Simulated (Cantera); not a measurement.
An isothermal, constant-pressure homogeneous reactor starts with 29.4 % NO, 70.6 % N2, at 1475 K and 143 Torr.

Cantera simulation using GRI-Mech 3.0 (53 species, 325 reactions); the numbers are that mechanism's predictions, not measurements.

x: mole fraction; the columns are a selection and need not sum to one.

| t (s) | x NO | x O2 | x N2O | x O | x N2 | x NO2 |
|---|---|---|---|---|---|---|
| 4.00e-6 | 0.294 | <1e-12 | 4.35e-10 | 4.33e-10 | 0.706 | 2.23e-12 |
| 2.55e-5 | 0.294 | <1e-12 | 2.78e-9 | ? | 0.706 | 8.84e-11 |
| 0.000163 | 0.294 | 3.48e-12 | 1.77e-8 | ? | 0.706 | 3.22e-9 |
| 0.00104 | 0.294 | 8.62e-11 | 1.13e-7 | ? | 0.706 | 7.32e-8 |
| 0.00663 | 0.294 | 1.39e-9 | 7.11e-7 | ? | 0.706 | 6.83e-7 |
| 0.0423 | 0.294 | 4.54e-8 | 4.23e-6 | ? | 0.706 | 4.82e-6 |
| 0.270 | 0.294 | 4.26e-6 | 1.80e-5 | ? | 0.706 | 3.21e-5 |
| 1.72 | 0.294 | 0.000144 | 2.72e-5 | ? | 0.706 | 6.08e-5 |
| 11.0 | 0.292 | 0.00114 | 2.69e-5 | ? | 0.707 | 7.75e-5 |
| 70.0 | 0.279 | 0.00723 | 2.45e-5 | ? | 0.713 | 0.000138 |

Q: Complete the blanks.

A: 
- 2.55e-5, x O: 2.69e-9
- 0.000163, x O: 1.45e-8
- 0.00104, x O: 4.00e-8
- 0.00663, x O: 4.63e-8
- 0.0423, x O: 6.80e-8
- 0.270, x O: 1.87e-7
- 1.72, x O: 2.93e-7
- 11.0, x O: 3.63e-7
- 70.0, x O: 6.38e-7
